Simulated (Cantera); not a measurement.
What does this Cantera script print?

```python
import numpy as np
import cantera as ct

gas_names = [...]  # 114 gases of nasa_gas.yaml made of C, Fe, H, O
cond_names = """
    C(gr) C6H6(L) C7H8(L) C8H18(L),n-octa Fe(a) Fe(c) Fe(d) Fe(L) FeC5O5(L) FeO(s) FeO(L) Fe(OH)2(s)
    Fe(OH)3(s) Fe2O3(s) Fe3O4(s) H2O(s) H2O(L)
""".split()


# ... load() reads the species with a 1 bar reference pressure and builds the phases ...
atoms = {
    'Fe3O4': {'Fe': 3, 'O': 4},
    'CO': {'C': 1, 'O': 1},
    'H2': {'H': 2},
}
top_T = {'C(gr)': 4500, 'Fe2O3(s)': 1830, 'Fe3O4(s)': 1870}  # K; cautious upper limits of use, not melting points


# ... equilibrate(T, P, feed) seeds the gas with the atoms and calls Mixture.equilibrate('TP', solver="vcs", rtol=1e-11, max_steps=5000) ...
results = []
feed = {'Fe3O4': 1, 'CO': 1.8, 'H2': 5.2}  # mol
T = 900  # K
P = 130000  # Pa
mix = equilibrate(T, P, feed)
results.append((T, P, feed, dict(zip(mix.species_names, mix.species_moles))))
print(gas.report(threshold=1e-06))
for i in range(1, mix.n_phases):
    print(f"{mix.phase(i).name:16s} {mix.phase_moles(i):12.5e} mol")
```

Result:

```
       temperature   900 K
          pressure   1.3e+05 Pa
           density   0.2304 kg/m^3
  mean mol. weight   13.262 kg/kmol
   phase of matter   gas

                          1 kg             1 kmol
                     ---------------   ---------------
          enthalpy       -6.0519e+06       -8.0261e+07  J
   internal energy       -6.6161e+06       -8.7744e+07  J
           entropy             15780        2.0927e+05  J/K
    Gibbs function       -2.0253e+07        -2.686e+08  J
 heat capacity c_p            2886.3             38278  J/K
 heat capacity c_v            2259.4             29964  J/K

                      mass frac. Y      mole frac. X     chem. pot. / RT
                     ---------------   ---------------   ---------------
               CH4           0.12533            0.1036            -36.72
                CO           0.23903           0.11318           -42.021
               CO2           0.31074          0.093642           -82.655
              C2H6        3.1993e-06         1.411e-06           -55.773
                H2          0.077093           0.50715           -17.667
               H2O            0.2478           0.18242             -58.3
     [ +108 minor]        5.1482e-07        2.1106e-07

C(gr)             0.00000e+00 mol
Fe(a)             0.00000e+00 mol
FeC5O5(L)         0.00000e+00 mol
FeO(s)            3.00000e+00 mol
Fe(OH)2(s)        0.00000e+00 mol
Fe(OH)3(s)        0.00000e+00 mol
Fe2O3(s)          0.00000e+00 mol
Fe3O4(s)          0.00000e+00 mol
```

Equilibrium computed with Cantera from the NASA thermochemical tables; the gas is ideal and each condensed phase is pure. The tables' stoichiometric FeO is somewhat more stable than real wüstite, so its field is too wide. FeO: taken at fixed stoichiometry.
